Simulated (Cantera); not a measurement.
A closed system holds: 1 mol Si, 9.3 mol F2, 35 mol N2, equilibrated at 250 °C and 0.133 bar.

Method: chemical equilibrium by Gibbs-energy minimisation in Cantera with the NASA 1993 tables (ideal gas, pure condensed phases). Candidate condensed phases: Si, Si3N4; 16 gas species. Kinetics and transport are ignored.

Base state: N2 0.847, NF3 0.127, SiF4 0.0260, F2 0.000127 (mole fractions); condensed: gas only.

Task: What changes in the equilibrium state with this change: F2 from 9.3 to 3.3 mol?

Result: 
```csv
species,before,after
N2,0.847,0.949
SiF4,0.0260,0.0274
NF3,0.127,0.0238
F2,0.000127,4.02e-5
```
